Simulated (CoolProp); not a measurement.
Values from CoolProp's reference Helmholtz-energy equation of state, Lemmon 2006. It is a short technical equation, of lower accuracy than the large ones.

**Question.** Give the vapour pressure (kPa), liquid density (kg/m³), enthalpy of vaporisation (kJ/kg), liquid cp (kJ/(kg K)) of saturated C3F8 (R218) at 284 K.

**Answer.** 
| T (K) | p (kPa) | liquid density (kg/m³) | enthalpy of vaporisation (kJ/kg) | liquid cp (kJ/(kg K)) |
|---|---|---|---|---|
| 284 | 581 | 1400 | 84.3 | 1.11 |
